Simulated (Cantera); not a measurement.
A closed system holds: 1 mol MgCO3, a varied amount of C, 0.039 mol O2, held at 2025 K and 12.0 mbar.

Method: chemical equilibrium by Gibbs-energy minimisation in Cantera with the NASA 1993 tables (ideal gas, pure condensed phases). Candidate condensed phases: C, Mg, MgCO3, MgO; 15 gas species. Equilibrium is a limit: real reactors are often held back by kinetics, nucleation or transport.

### Question
At 0.064 mol C, list the 5 most abundant gas species with their mole fractions, and the condensed phases.

### Answer
CO2 0.888, CO 0.0899, O2 0.0215, O 0.00108, Mg 3.91e-5. Condensed: MgO(s).
